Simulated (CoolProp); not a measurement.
Properties of nitrogen along the isotherm 87.6 K.

Model: reference Helmholtz-energy equation of state, Span 2000, in CoolProp.

```tsv
p (MPa)	phase	density (kg/m³)	speed of sound (m/s)	Joule-Thomson coefficient (K/MPa)	expansivity (1/kK)	fugacity coefficient
0.707	liquid	758.8	749.7	-0.2600	6.674	0.3867
1.41	liquid	761.3	757.7	-0.2689	?	0.2009
2.12	liquid	763.8	765.5	-0.2773	6.390	0.1385
2.83	liquid	766.2	773.1	-0.2853	6.261	0.1075
3.54	liquid	768.5	780.5	-0.2928	?	0.08907
4.24	liquid	770.7	787.6	-0.2997	6.026	0.07701
4.95	liquid	773.0	794.5	-0.3064	5.917	0.06834
5.66	liquid	775.1	801.3	-0.3128	5.815	0.06191
6.37	liquid	777.3	808.0	-0.3188	5.717	0.05698
7.07	liquid	779.3	814.4	-0.3245	5.626	0.05315
7.78	liquid	781.3	820.7	-0.3299	5.537	0.05002
8.49	liquid	783.3	827.0	-0.3351	?	0.04746
```

Problem. Fill in the missing entries.

Solution. 
- 1.41, expansivity (1/kK): 6.528
- 3.54, expansivity (1/kK): 6.139
- 8.49, expansivity (1/kK): 5.453
